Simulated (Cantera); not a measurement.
**Thermodynamics of boron, boron nitride and boron oxide, feed BCl₃ + O₂ + H₂**

Charge: 1 mol BCl₃, 0.24 mol O₂, 0.7 mol H₂.

Equilibrium computed with Cantera from the NASA thermochemical tables; the gas is ideal and each condensed phase is pure. Candidate condensed phases: B, B₂O₃, B₃O₃H₃, H₂O; 33 gas species. The tables' values for BCl₂ are old estimates. Rates play no part.

Task: Map the stable condensed phases over T = 827, 877, 927, 977, 1027, 1077, 1127, 1177, 1227 °C and P in Pa = 10, 28, 77, 220, 600, 1700, 4600, 13000, 36000, 100000.

Result: 
```
T in °C \ P in Pa
             10     28     77    220    600   1700   4600  13000  36000 100000
   1227       A      A      A      A      A      A      A      A      A      A
   1177       A      A      A      A      A      A      A      A      A      A
   1127       A      A      A      A      A      A      A      A      A      A
   1077       A      A      A      A      A      A      A      A      A      A
   1027       A      A      A      A      A      B      B      B      B      B
    977       A      A      B      B      B      B      B      B      B      B
    927       B      B      B      B      B      B      B      B      B      B
    877       B      B      B      B      B      B      B      B      B      B
    827       B      B      B      B      B      B      B      B      B      B
```
A: gas only; B: B₂O₃.
